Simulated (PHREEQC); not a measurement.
0.14 g of hydrous ferric oxide (600 m²/g; 0.2 weak and 0.005 strong sites per Fe, Dzombak-Morel constants, diffuse double layer) in 1 kg of water with 0.01 mol/kgw of an inert sodium salt and 0.00017 mol H3BO3 and 9.3e-05 mol NiCl2, at 25 °C; the pH is set by adding NaOH or the inert anion's acid. O2 is buffered at 0.21 atm. No CO2 enters from the air. Nothing may precipitate in this run.

Computed with PHREEQC (ion-association model, wateq4f.dat).

| pH | B sorbed (%) | Ni sorbed (%) | surface charge σ (C/m²) | surface potential ψ (mV) |
|---|---|---|---|---|
| 3 | 0.0 | 0.0 | 0.325 | 203 |
| 3.5 | 0.0 | 0.0 | 0.276 | 196 |
| 4 | 0.1 | 0.0 | 0.218 | 184 |
| 4.5 | 0.1 | 0.0 | 0.161 | 169 |
| 5 | 0.1 | 0.2 | 0.114 | 152 |
| 5.5 | 0.1 | 1.4 | 0.078 | 132 |
| 6 | 0.1 | 5.4 | 0.051 | 111 |
| 6.5 | 0.1 | 11.9 | 0.033 | 89 |
| 7 | 0.1 | 30.3 | 0.021 | 69 |
| 7.5 | 0.1 | 63.1 | 0.015 | 55 |
| 8 | 0.1 | 88.6 | 0.010 | 39 |
| 8.5 | 0.0 | 98.1 | 0.004 | 16 |
| 9 | 0.0 | 99.7 | -0.002 | -11 |
| 9.5 | 0.0 | 99.9 | -0.010 | -38 |
| 10 | 0.0 | 100.0 | -0.019 | -64 |
| 10.5 | 0.0 | 100.0 | -0.033 | -88 |
| 11 | 0.0 | 99.9 | -0.053 | -110 |

Along this series the solution becomes supersaturated in solids that the run did not let form, among them Ni(OH)2. The oxide is taken as insoluble; below pH 4 it would dissolve.
